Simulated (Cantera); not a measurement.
An isothermal, constant-pressure homogeneous reactor starts with 2.56 % CH₄, 95.0 % H₂, 2.47 % CO₂, at 1600 K and 46.5 Torr.

Computed with Cantera and GRI-Mech 3.0 (53 species, 325 reactions).

One state of this run: x CH₄ = 0.00721; x H₂ = 0.936; x CO₂ = 0.000205; x OH = 2.01e-7; x C₂H₂ = 0.00850. x: mole fraction; the columns are a selection and need not sum to one.

Which value of t (s) does it belong to?
(A) 9.21
(B) 3.30
(C) 0.0195
(D) 0.424

A, 9.21
